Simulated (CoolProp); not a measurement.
Vapour-liquid equilibrium of ethanol (1) + n-nonane (2) at 0.164 MPa; x and y are mole fractions of (1).

The numbers come from the multi-fluid Helmholtz-energy mixture model, Schroeder 2014 and Lemmon 2006; pair parameters Bell 2016 in CoolProp.

```json
[
 {"x": "0.05", "bubble temperature (K)": "405.9", "y at the bubble point": "0.626", "dew temperature at overall composition x (K)": "440.8", "liquid density (mol/L)": "5.039"},
 {"x": "0.15", "bubble temperature (K)": "379.6", "y at the bubble point": "0.847", "dew temperature at overall composition x (K)": "436.1", "liquid density (mol/L)": "5.617"},
 {"x": "0.25", "bubble temperature (K)": "371.5", "y at the bubble point": "0.890", "dew temperature at overall composition x (K)": "431.0", "liquid density (mol/L)": "6.143"},
 {"x": "0.35", "bubble temperature (K)": "368.5", "y at the bubble point": "0.905", "dew temperature at overall composition x (K)": "425.5", "liquid density (mol/L)": "6.719"},
 {"x": "0.45", "bubble temperature (K)": "367.5", "y at the bubble point": "0.910", "dew temperature at overall composition x (K)": "419.3", "liquid density (mol/L)": "7.390"},
 {"x": "0.55", "bubble temperature (K)": "367.1", "y at the bubble point": "0.913", "dew temperature at overall composition x (K)": "412.2", "liquid density (mol/L)": "8.200"},
 {"x": "0.65", "bubble temperature (K)": "366.9", "y at the bubble point": "0.915", "dew temperature at overall composition x (K)": "403.7", "liquid density (mol/L)": "9.204"},
 {"x": "0.75", "bubble temperature (K)": "366.4", "y at the bubble point": "0.920", "dew temperature at overall composition x (K)": "393.2", "liquid density (mol/L)": "10.48"},
 {"x": "0.85", "bubble temperature (K)": "365.6", "y at the bubble point": "0.934", "dew temperature at overall composition x (K)": "379.0", "liquid density (mol/L)": "12.13"},
 {"x": "0.95", "bubble temperature (K)": "364.7", "y at the bubble point": "0.968", "dew temperature at overall composition x (K)": "365.1", "liquid density (mol/L)": "14.33"}
]
```

No azeotrope shows between x = 0.05 and 0.95.

Pair parameters are fitted to limited data, so mixtures are less certain than the pure fluids. With so large a gap from Raoult's law the liquid may split in two, which this calculation doesn't test in full.
